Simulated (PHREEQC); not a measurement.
# Reverse-osmosis permeate

Model water analysis in mmol/kgw, 69 °C, pH 6.17, pe 10.8:

| constituent | mmol/kgw |
|---|---|
| Na | 0.306 |
| K | 0.000245 |
| Ca | 0.0748 |
| Mg | 0.0019 |
| Cl | 0.0733 |
| S(6) | 0.153 |
| Alkalinity (meq/kgw) | 0.0815 |
| Si | 8.18e-05 |
| Pb | 0.000596 |
| Sr | 0.000147 |

Valence states are taken as typed.

Model: ion-association model, phreeqc.dat, run in PHREEQC.

Each row changes one thing in this solution. This is a speciation only: nothing precipitates in the calculation.

| case | CO2 (mol/kgw) | Mg+2 (mol/kgw) | Pb+2 (mol/kgw) | NaSO4- (mol/kgw) | MgSO4 (mol/kgw) | PbCO3 (mol/kgw) | SI of Pb(OH)2 (Pb(OH)2) | SI of Cerussite (PbCO3) |
|---|---|---|---|---|---|---|---|---|
| as made | 0.000108 | 1.77e-6 | 4.63e-7 | 2.59e-7 | 1.30e-7 | 6.14e-8 | -0.88 | -1.78 |
| Na from 0.306 to 0.153 mmol/kgw | 0.000108 | 1.77e-6 | … | 1.30e-7 | 1.32e-7 | 6.18e-8 | -0.88 | -1.78 |
| pH from 6.17 to 6.67 at the same alkalinity | … | 1.77e-6 | … | 2.59e-7 | 1.30e-7 | … | +0.02 | -1.39 |
| temperature from 69 to 70 °C at the same typed pH | 0.000109 | 1.77e-6 | 4.63e-7 | … | 1.32e-7 | 6.15e-8 | -0.86 | -1.79 |
| Mg from 0.0019 to 0.00095 mmol/kgw | 0.000108 | 8.84e-7 | 4.63e-7 | 2.59e-7 | 6.49e-8 | 6.14e-8 | -0.88 | -1.78 |

### Question
Complete the blanks.

### Answer

- Na from 0.306 to 0.153 mmol/kgw, Pb+2 (mol/kgw): 4.62e-7
- pH from 6.17 to 6.67 at the same alkalinity, CO2 (mol/kgw): 3.37e-5
- pH from 6.17 to 6.67 at the same alkalinity, Pb+2 (mol/kgw): 3.67e-7
- pH from 6.17 to 6.67 at the same alkalinity, PbCO3 (mol/kgw): 1.52e-7
- temperature from 69 to 70 °C at the same typed pH, NaSO4- (mol/kgw): 2.60e-7

Species that the database lacks are ignored. At this temperature some constants are extrapolated from 25 °C, and those without enthalpy data are left unchanged.
